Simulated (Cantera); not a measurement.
A freely propagating, adiabatic, planar premixed flame of 13.1 % CO, 12.5 % H2, 1.97 % CH4, 15.2 % O2, 57.2 % N2, unburnt at 675 K and 1.00 bar; mixture-averaged transport, grid criteria slope 0.08 and curve 0.16, no radiation.

Model: GRI-Mech 3.0 (53 species, 325 reactions), integrated in Cantera. Burning velocities carry a grid error of a few per cent, more on coarse grids.

x: mole fraction of selected species; z is measured from the peak of heat release.

| z (mm) | T (K) | u (m/s) | x CO | x H2 | x CH4 | x C2H4 | x H2O | x HO2 |
|---|---|---|---|---|---|---|---|---|
| -1.10 | 675 | 4.76 | 0.131 | 0.125 | 0.0197 | <1e-8 | <1e-8 | <1e-8 |
| -0.735 | 675 | 4.76 | 0.131 | 0.125 | 0.0197 | <1e-8 | 1.40e-8 | ___ |
| -0.551 | 675 | 4.76 | 0.131 | 0.125 | 0.0197 | <1e-8 | 2.34e-7 | ___ |
| -0.368 | 676 | 4.76 | 0.131 | 0.124 | 0.0197 | <1e-8 | 1.70e-5 | ___ |
| -0.184 | 731 | 5.11 | 0.132 | 0.113 | 0.0197 | 1.63e-7 | 0.00349 | ___ |
| -0.0919 | 952 | 6.58 | 0.132 | 0.0914 | 0.0176 | 2.89e-6 | 0.0227 | ___ |
| 0 | 1380 | 9.48 | 0.131 | 0.0558 | 0.00577 | 7.60e-6 | 0.0778 | ___ |
| 0.0919 | 1622 | 11.1 | 0.117 | 0.0284 | 0.000241 | 1.79e-7 | 0.119 | ___ |
| 0.184 | 1727 | 11.7 | 0.101 | 0.0218 | 4.82e-6 | <1e-8 | 0.127 | ___ |
| 0.368 | 1856 | 12.5 | 0.0816 | 0.0221 | <1e-8 | <1e-8 | 0.127 | ___ |
| 0.735 | 1996 | 13.3 | 0.0719 | 0.0221 | <1e-8 | <1e-8 | 0.131 | ___ |
| 1.47 | 2139 | 14.1 | 0.0685 | 0.0199 | <1e-8 | <1e-8 | 0.140 | ___ |
| 2.94 | 2276 | 14.8 | 0.0638 | 0.0169 | <1e-8 | <1e-8 | 0.148 | ___ |

Question: Some entries are withheld; supply them.

Answer: 
- -0.735, x HO2: 2.12e-8
- -0.551, x HO2: 3.98e-7
- -0.368, x HO2: 1.95e-5
- -0.184, x HO2: 0.000218
- -0.0919, x HO2: 0.000140
- 0, x HO2: 7.97e-5
- 0.0919, x HO2: 2.96e-5
- 0.184, x HO2: 1.89e-5
- 0.368, x HO2: 1.24e-5
- 0.735, x HO2: 8.50e-6
- 1.47, x HO2: 5.79e-6
- 2.94, x HO2: 3.85e-6
